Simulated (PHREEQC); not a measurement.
A PHREEQC input (ion-association model, wateq4f.dat):

```
SOLUTION 1
  temp 298.15
  units mg/kgw
  pH 7.08
  pe 0.2
  Na 13.9
  K 27.9
  Ca 27.2
  Mg 34.3
  Cl 83.8
  S(6) 65.8 as SO4
  Alkalinity 99 as HCO3
  Zn 4.59
END
USE solution 1
EQUILIBRIUM_PHASES 1
  Gypsum 0 0
  CO2(g) -3.4 10
END
```

The run finishes without an error or a warning.

Its last state differs from that of the intended input:

```csv
quantity,as run,intended
pH,6.92,8.33
ionic strength (mol/kgw),0.00440,0.00762
HCO3- (mol/kgw),2.34e-7,0.00140
Mg+2 (mol/kgw),0.000146,0.00130
Ca+2 (mol/kgw),0.000256,0.000627
SO4-2 (mol/kgw),0.000465,0.000562
```

Question: One thing in the input isn't as intended. What explains the difference?

Answer: One answer among several that fit: The fault: the temperature typed in kelvin. The line should read `temp 25` where the input has `temp 298.15`.
